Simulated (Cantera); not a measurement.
An adiabatic, constant-pressure homogeneous reactor starts with 1.64 % CH₄, 0.0740 % C₂H₆, 1.97 % C₃H₈, 14.6 % O₂, 81.7 % N₂, at 1450 K and 12.8 atm.

Cantera simulation using GRI-Mech 3.0 (53 species, 325 reactions); the numbers are that mechanism's predictions, not measurements. GRI-Mech 3.0 was tuned for natural gas; its chemistry of propane as a main component is partial and can be far from experiment. The pressure lies above the range GRI-Mech 3.0 was tuned for (to about 10 atm).

### Question
Predict: time of steepest temperature rise; temperature at 7.00 s; equilibrium temperature; x(HCO) at 7.00 s; x(NO) at 7.00 s; x(O₂) at 7.00 s.

### Answer
| Quantity | Value |
|---|---|
| time of steepest temperature rise | 46.5 µs |
| temperature at 7.00 s | 2651 K |
| equilibrium temperature | 2651 K |
| x(HCO) at 7.00 s | 1.28e-8 (gas-phase equilibrium 1.28e-8) |
| x(NO) at 7.00 s | 0.00745 (gas-phase equilibrium 0.00745) |
| x(O₂) at 7.00 s | 0.0133 (gas-phase equilibrium 0.0133) |
